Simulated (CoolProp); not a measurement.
Vapour pressure (MPa) of carbonyl sulfide: the reference equation beside estimates from Tc = 105.6 °C, pc = 6.369 MPa, ω = 0.098.

Model: reference Helmholtz-energy equation of state, Lemmon 2006, in CoolProp. It is a short technical equation, of lower accuracy than the large ones.

```csv
T (°C),reference,Redlich-Kwong,Soave-Redlich-Kwong,Peng-Robinson
-51.65,0.09452,0.09907,0.09325,0.09601
-38.45,0.1692,0.1815,0.1675,0.1705
-25.15,0.2838,0.3085,0.2822,0.2847
-11.85,0.4495,0.4918,0.4488,0.4497
1.45,0.6788,0.7435,0.6803,0.6783
14.75,0.9847,1.076,0.9905,0.9841
27.95,1.378,1.497,1.390,1.378
41.25,1.878,2.024,1.900,1.882
```

Absolute difference from the reference over all 8 rows, mean and median: Redlich-Kwong 8.2 and 8.7 %, Soave-Redlich-Kwong 0.7 and 0.7 %, Peng-Robinson 0.4 and 0.1 %.
